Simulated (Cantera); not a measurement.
A Cantera script and what it prints.

```python
import numpy as np
import cantera as ct

gas_names = """
    H HNO HNO2 HNO3 HO2 H2 H2O H2O2 N NH NH2 NH3 NH2OH NO NO2 NO3 N2 N2H2 N2H4 N2O O OH O2 O3 Si SiH
    SiH2 SiH3 SiH4 SiN SiO SiO2 Si2 Si2N Si3
""".split()
cond_names = """
    H2O(s) H2O(L) Si(cr) Si(L) SiO2(Lqz) SiO2(hqz) SiO2(L) Si2N2O(s) Si3N4(a)
""".split()


# ... load() reads the species with a 1 bar reference pressure and builds the phases ...
atoms = {
    'Si3N4': {'Si': 3, 'N': 4},
    'O2': {'O': 2},
    'H2': {'H': 2},
}
top_T = {'Si2N2O(s)': 2100, 'Si3N4(a)': 2400}  # K; cautious upper limits of use, not melting points


# ... equilibrate(T, P, feed) seeds the gas with the atoms and calls Mixture.equilibrate('TP', solver="vcs", rtol=1e-11, max_steps=5000) ...
results = []
feed = {'Si3N4': 1, 'O2': 0.44, 'H2': 3.1}  # mol
P = 5600  # Pa
for T in [1375, 1425, 1475, 1525, 1575, 1625, 1675, 1725, 1775, 1825]:
    mix = equilibrate(T, P, feed)
    results.append((T, P, feed, dict(zip(mix.species_names, mix.species_moles))))

top = {s: max(r[3][s] / sum(r[3][g] for g in gas_names) for r in results) for s in gas_names}
cols = sorted((s for s in top if top[s] > 0.001), key=lambda s: -top[s])[:7]
seen = [c for c in cond_names if any(r[3].get(c, 0) > 1e-12 for r in results)]
print("log10 of partial pressures in bar; condensed amounts in mol")
print(f"{'T/K':>10s}" + "".join(f"{s[:9]:>10s}" for s in cols + seen))
for T, P, feed, n in results:
    ng = sum(n[g] for g in gas_names)
    print(f"{T:10.4g}" + "".join(f"{np.log10(max(n[s] / ng * P / 1e5, 1e-99)):10.3f}" for s in cols)
          + "".join(f"{n.get(c, 0):10.4g}" for c in seen))
```

Output:

```
log10 of partial pressures in bar; condensed amounts in mol
       T/K        H2        N2       SiO         H     Si(L) Si2N2O(s)  Si3N4(a)
      1375    -1.291    -2.315    -8.564    -6.111         0      0.88    0.4133
      1425    -1.291    -2.315    -7.792    -5.812         0      0.88    0.4133
      1475    -1.291    -2.315    -7.073    -5.533         0      0.88    0.4133
      1525    -1.291    -2.315    -6.403    -5.272         0      0.88    0.4133
      1575    -1.291    -2.315    -5.776    -5.027         0    0.8799    0.4134
      1625    -1.291    -2.315    -5.189    -4.797         0    0.8796    0.4135
      1675    -1.292    -2.315    -4.638    -4.581         0    0.8786    0.4138
      1725    -1.292    -2.314    -4.120    -4.377         0    0.8754    0.4148
      1775    -1.302    -2.235    -3.658    -4.189    0.0951    0.8663    0.3861
      1825    -1.374    -1.881    -3.315    -4.043    0.9888    0.8445   0.09536
```

Equilibrium computed with Cantera from the NASA thermochemical tables; the gas is ideal and each condensed phase is pure. Mutual solubility and eutectic melting of coexisting phases are not modelled. Gases not in the tables: Si2H6 and higher silanes.
